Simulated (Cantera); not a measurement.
Input: 1 mol Si, 1.5 mol H₂, at 1398.15 K and 1.20 bar.

Cantera equilibrium calculation (NASA polynomials, part measured and part estimated; ideal gas, pure solids and liquids). Candidate condensed phases: Si; 9 gas species. Rates play no part.

Base state: H₂ 1.000 (mole fractions); condensed: Si(s).

### Question
What changes in the equilibrium state with this change: 0.022 mol HF added?

### Answer
| species | before | after |
|---|---|---|
| H₂ | 1.000 | 0.995 |
| SiF₄ | 0 | 0.00206 |
| SiHF₃ | 0 | 0.00129 |
| SiF₃ | 0 | 0.000395 |
| SiH₂F₂ | 0 | 0.000374 |
| Si(s), mol | 1.000 | 0.994 |
The tables' values for SiF₃, SiF₂ are old estimates; treat these amounts as uncertain.
